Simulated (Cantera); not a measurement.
What does this Cantera script print?

```python
import numpy as np
import cantera as ct

gas = ct.Solution("gri30.yaml")
gas.TPX = 1648, 21000, {'NO': 1, 'N2': 0.1, 'H2O': 0.0019}
reactor = ct.IdealGasConstPressureReactor(gas, energy="off", clone=False)
net = ct.ReactorNet([reactor])
net.rtol, net.atol = 1e-08, 1e-18
show = ['NO', 'O2', 'O', 'N2', 'N2O', 'NO2']
times = np.geomspace(0.0002, 20, 11)

steps = ct.SolutionArray(gas, extra=["t"])
rows = []
print(f"{'t/s':>10s}{'T/K':>9s}{'P/Pa':>11s}" + "".join(f"{s:>11s}" for s in show))
for t in times:
    while net.time < t:
        t_next = net.step()
        steps.append(gas.state, t=t_next)
    rows.append([np.interp(t, steps.t, y) for y in (steps.T, steps.P, *steps(*show).X.T)])
    print(f"{t:10.3e}{rows[-1][0]:9.1f}{rows[-1][1]:11.4g}" + "".join(f"{x:11.3e}" for x in rows[-1][2:]))
rate = np.gradient(steps.T, steps.t)
print("integrator steps:", len(steps.t))
if steps.T.max() > steps.T[0] + 200:
    print(f"time of steepest temperature rise: {steps.t[rate.argmax()]:.4e} s")
gas.TPX = 1648, 21000, {'NO': 1, 'N2': 0.1, 'H2O': 0.0019}
gas.equilibrate("TP")
print(f"equilibrium (TP): T = {gas.T:.1f} K  " + "  ".join(f"{s} {gas[s].X[0]:.3e}" for s in show))
```

Output:

```
       t/s      T/K       P/Pa         NO         O2          O         N2        N2O        NO2
 2.000e-04   1648.0    2.1e+04  9.075e-01  4.807e-09  9.693e-07  9.075e-02  1.803e-06  7.848e-07
 6.325e-04   1648.0    2.1e+04  9.075e-01  3.563e-08  1.313e-06  9.075e-02  5.663e-06  4.158e-06
 2.000e-03   1648.0    2.1e+04  9.075e-01  2.859e-07  1.543e-06  9.075e-02  1.754e-05  1.576e-05
 6.325e-03   1648.0    2.1e+04  9.074e-01  3.207e-06  2.202e-06  9.076e-02  5.194e-05  5.130e-05
 2.000e-02   1648.0    2.1e+04  9.071e-01  4.180e-05  3.658e-06  9.081e-02  1.346e-04  1.364e-04
 6.325e-02   1648.0    2.1e+04  9.064e-01  3.415e-04  4.933e-06  9.110e-02  2.495e-04  2.115e-04
 2.000e-01   1648.0    2.1e+04  9.039e-01  1.555e-03  5.596e-06  9.232e-02  2.874e-04  2.460e-04
 6.325e-01   1648.0    2.1e+04  8.960e-01  5.441e-03  6.728e-06  9.624e-02  2.823e-04  3.097e-04
 2.000e+00   1648.0    2.1e+04  8.719e-01  1.740e-02  9.235e-06  1.083e-01  2.653e-04  4.437e-04
 6.325e+00   1648.0    2.1e+04  8.027e-01  5.182e-02  1.395e-05  1.428e-01  2.212e-04  6.565e-04
 2.000e+01   1648.0    2.1e+04  6.377e-01  1.342e-01  2.117e-05  2.254e-01  1.360e-04  8.256e-04
integrator steps: 1151
equilibrium (TP): T = 1648.0 K  NO 2.894e-03  O2 4.523e-01  O 3.739e-05  N2 5.430e-01  N2O 6.500e-08  NO2 6.902e-06
```

Computed with Cantera and GRI-Mech 3.0 (53 species, 325 reactions).
